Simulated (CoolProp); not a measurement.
Vapour-liquid equilibrium of ethanol (1) + ethylbenzene (2) at 168.15 °C; x and y are mole fractions of (1).

Computed with CoolProp (multi-fluid Helmholtz-energy mixture model, Schroeder 2014 and Zhou 2012; pair parameters Bell 2016).

**Question.** Give the bubble pressure and the first vapour's composition at x = 0.2, 0.425, 0.725. Is there an azeotrope?

**Answer.** x = 0.2: 0.7746 MPa, y = 0.720; x = 0.425: 1.055 MPa, y = 0.813; x = 0.725: 1.292 MPa, y = 0.888. No azeotrope shows between x = 0.05 and 0.95.

Pair parameters are fitted to limited data, so mixtures are less certain than the pure fluids. With so large a gap from Raoult's law the liquid may split in two, which this calculation doesn't test in full.
